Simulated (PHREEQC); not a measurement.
A solution holds 0.093 mol/kgw Cu(NO3)2, 0.11 mol/kgw HBF4 and 0.06 mol/kgw H3BO3, at 25 °C. Closed to the air; pH follows from the charge balance.

Computed with PHREEQC (ion-association model, wateq4f.dat).

Each row changes one thing in this solution. This is a speciation only: nothing precipitates in the calculation.

| case | pH | ionic strength (mol/kgw) | BF4- (mol/kgw) | H3BO3 (mol/kgw) | HF (mol/kgw) | BF3OH- (mol/kgw) | SI of CuF2:2H2O (CuF2:2H2O) | SI of Tenorite (CuO) |
|---|---|---|---|---|---|---|---|---|
| as made | 1.07 | 0.389 | 0.104 | 0.0597 | 0.00623 | 0.00555 | -5.61 | -7.09 |
| H3BO3 from 0.06 to 0.6 mol/kgw | 1.06 | 0.392 | 0.100 | 0.597 | 0.00347 | 0.00954 | -6.15 | -7.12 |
| HBF4 from 0.11 to 0.22 mol/kgw | 0.77 | 0.499 | 0.211 | 0.0596 | 0.00843 | 0.00810 | -5.95 | -7.71 |
| HBF4 replaced by NaBF4 at the same molality | 2.39 | 0.394 | 0.0982 | 0.0558 | 0.00292 | 0.0112 | -3.63 | -4.45 |
| H3BO3 from 0.06 to 0.09 mol/kgw | 1.07 | 0.390 | 0.103 | 0.0893 | 0.00563 | 0.00611 | -5.70 | -7.09 |

Real BF4- forms and hydrolyses slowly; the run takes it at equilibrium.
